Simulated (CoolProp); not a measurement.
Properties of o-xylene along the isotherm 620 K.

The numbers come from the reference Helmholtz-energy equation of state, Zhou 2012 in CoolProp.

```csv
p (MPa),phase,Z,cp (kJ/(kg K)),speed of sound (m/s),fugacity coefficient
0.0591,gas,0.9937,2.284,(withheld),0.9938
0.092,gas,0.9902,2.286,222.2,0.9903
0.143,gas,0.9847,2.290,221.1,0.9849
0.223,gas,0.9761,2.296,219.3,0.9765
0.347,gas,0.9625,2.306,216.4,0.9636
0.541,gas,0.9408,2.323,(withheld),0.9435
0.842,gas,0.9059,2.354,204.4,0.9126
1.31,gas,0.8479,2.418,191.7,0.8653
2.04,gas,0.7435,2.592,168.2,(withheld)
3.18,gas,0.4851,(withheld),108.5,0.6759
4.95,liquid,0.2050,3.356,245.0,0.4754
7.71,liquid,0.2939,3.022,341.3,0.3404
12,liquid,(withheld),2.865,437.1,0.2561
18.7,liquid,0.6316,2.769,541.4,0.2073
```

Task: Complete the blanks.

Result: 
- 0.0591, speed of sound (m/s): 222.9
- 0.541, speed of sound (m/s): 211.8
- 2.04, fugacity coefficient: 0.7924
- 3.18, cp (kJ/(kg K)): 4.487
- 12, Z: 0.4292
